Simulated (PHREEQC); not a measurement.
# Alkaline etch or developer (model solution)

Consider water at 20 °C with 170 mmol/kgw TMAH, 0.35 mmol/kgw H3BO3 and 0.89 mmol/kgw K2CO3. Closed to the air; pH follows from the charge balance.

Equilibrium calculation in PHREEQC: ion-association model, wateq4f.dat.

No solid was allowed to form.

**Question.** Estimate the pH.

**Answer.** pH 13.26.

Complexes and solids missing from the database can't appear. (CH3)4N+ isn't in the database: it is added as a free cation with an ion size of 4 Å.
